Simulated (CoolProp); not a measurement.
The numbers come from the reference Helmholtz-energy equation of state, Thol 2021 in CoolProp.

Q: For chlorine, give the phase and the Z, speed of sound (m/s), fugacity coefficient at 241.3 K and 3.34 MPa.

A: 
- 241.3 K and 3.34 MPa: liquid; Z 0.0755, speed of sound 1060, fugacity coefficient 0.0348
